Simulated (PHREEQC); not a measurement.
Solution (25 °C): 0.11 mol/kgw CdSO4, 0.03 mol/kgw NaOH and 0.27 mol/kgw H2SO4. Closed to the air; pH follows from the charge balance.

Equilibrium calculation in PHREEQC: ion-association model, wateq4f.dat.

Precipitation was switched off in this run.

**Question.** Order these S species by the share of S that they hold, largest first: NaSO4-, Cd(SO4)2-2, HSO4-, SO4-2, CdSO4.

**Answer.** HSO4- (69 %), SO4-2 (12 %), CdSO4 (10 %), Cd(SO4)2-2 (8.3 %), NaSO4- (0.37 %)

**Question.** Order these Cd species by the share of Cd that they hold, largest first: CdSO4, Cd+2, Cd(SO4)2-2.

**Answer.** Cd+2 (50 %), CdSO4 (35 %), Cd(SO4)2-2 (14 %)

The pH is 0.72 and the ionic strength 0.505 mol/kgw. Complexes and solids missing from the database can't appear.
